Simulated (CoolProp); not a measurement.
Vapour-liquid equilibrium of benzene (1) + n-dodecane (2) at 401.1 K; x and y are mole fractions of (1).

The numbers come from the multi-fluid Helmholtz-energy mixture model, Thol 2012 and Lemmon 2004; pair parameters Bell 2016 in CoolProp.

Problem. Give the bubble pressure and the first vapour's composition at x = 0.05, 0.125, 0.2. Is there an azeotrope?

Solution. x = 0.05: 0.02038 MPa, y = 0.681; x = 0.125: 0.04387 MPa, y = 0.862; x = 0.2: 0.06990 MPa, y = 0.920. No azeotrope shows between x = 0.05 and 0.95.

The pair parameters rest on a limited set of measurements; away from them the model extrapolates.
